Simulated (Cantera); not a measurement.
## Adiabatic ignition

An adiabatic, constant-volume homogeneous reactor starts with 4.73 % CH₄, 0.521 % C₂H₆, 2.13 % C₃H₈, 18.3 % O₂, 68.7 % N₂, 5.68 % H₂O, equivalence ratio 1.2, at 1675 K and 9.87 atm.

Model: GRI-Mech 3.0 (53 species, 325 reactions), integrated in Cantera. GRI-Mech 3.0 was tuned for natural gas; its chemistry of propane as a main component is partial and can be far from experiment. Above 3000 K some thermodynamic fits are extrapolated.

| t (s) | T (K) | P (bar) | x CH₄ | x C₂H₆ | x C₃H₈ | x H₂ | x NO | x HCO | x CH₃ |
|---|---|---|---|---|---|---|---|---|---|
| 2.00e-6 | 1672 | 10.1 | 0.0456 | 0.00541 | 0.0151 | 0.00294 | 1.30e-10 | 3.05e-6 | 0.00218 |
| 5.22e-6 | 1884 | 11.8 | 0.0331 | 0.00238 | 0.00120 | 0.0229 | 1.42e-8 | 6.62e-5 | 0.00359 |
| 1.36e-5 | 3172 | 20.7 | 1.96e-12 | <1e-12 | <1e-12 | 0.0328 | 0.00268 | 9.05e-7 | 9.38e-12 |
| 3.56e-5 | 3159 | 20.6 | 2.18e-12 | <1e-12 | <1e-12 | 0.0337 | 0.00727 | 9.03e-7 | 1.00e-11 |
| 9.28e-5 | 3153 | 20.6 | 2.30e-12 | <1e-12 | <1e-12 | 0.0341 | 0.00944 | 9.01e-7 | 1.03e-11 |
| 0.000242 | 3152 | 20.6 | 2.31e-12 | <1e-12 | <1e-12 | 0.0341 | 0.00954 | 9.01e-7 | 1.03e-11 |
| 0.000632 | 3152 | 20.6 | 2.31e-12 | <1e-12 | <1e-12 | 0.0341 | 0.00954 | 9.01e-7 | 1.03e-11 |
| 0.00165 | 3152 | 20.6 | 2.31e-12 | <1e-12 | <1e-12 | 0.0341 | 0.00954 | 9.01e-7 | 1.03e-11 |
| 0.00431 | 3152 | 20.6 | 2.31e-12 | <1e-12 | <1e-12 | 0.0341 | 0.00954 | 9.01e-7 | 1.03e-11 |
| 0.0112 | 3152 | 20.6 | 2.31e-12 | <1e-12 | <1e-12 | 0.0341 | 0.00954 | 9.01e-7 | 1.03e-11 |
| 0.0294 | 3152 | 20.6 | 2.31e-12 | <1e-12 | <1e-12 | 0.0341 | 0.00954 | 9.01e-7 | 1.03e-11 |
| 0.0766 | 3152 | 20.6 | 2.31e-12 | <1e-12 | <1e-12 | 0.0341 | 0.00954 | 9.01e-7 | 1.03e-11 |
| 0.200 | 3152 | 20.6 | 2.31e-12 | <1e-12 | <1e-12 | 0.0341 | 0.00954 | 9.01e-7 | 1.03e-11 |
x: mole fraction; the columns are a selection and need not sum to one.

| Quantity | Result |
|---|---|
| time of steepest temperature rise | 6.11 µs |
| temperature at 0.200 s | 3152 K |
| equilibrium temperature | 3152 K |
| x(CH₄) at 0.200 s | 2.31e-12 (gas-phase equilibrium 2.79e-12) |
| x(C₂H₆) at 0.200 s | <1e-12 (gas-phase equilibrium <1e-12) |
| x(C₃H₈) at 0.200 s | <1e-12 (gas-phase equilibrium <1e-12) |
